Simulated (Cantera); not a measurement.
Mixture: CH4 : H2 : O2 : N2 = 1 : 0.83 : 3.18 : 11.9 (molar parts), at 160000 Pa, adiabatic and at constant volume. Ignition delay is the time to a rise of 400 K.

Computed with Cantera and GRI-Mech 3.0 (53 species, 325 reactions). Below about 1000 K GRI-Mech 3.0 lacks low-temperature oxidation paths.

Q: What does this change do: 0.15 parts C2H6 added?

A: 
| quantity | before | after |
|---|---|---|
| delay at 975 K | 16.8 ms | 69.2 ms |
| delay at 1025 K | 4.41 ms | 17.6 ms |
| delay at 1075 K | 2.13 ms | 5.13 ms |
| delay at 1125 K | 1.24 ms | 1.91 ms |
| delay at 1175 K | 0.778 ms | 0.892 ms |
| delay at 1225 K | 0.511 ms | 0.489 ms |
| delay at 1275 K | 0.347 ms | 0.296 ms |
| apparent activation energy between 1175 and 1275 K | 100 kJ/mol | 140 kJ/mol |
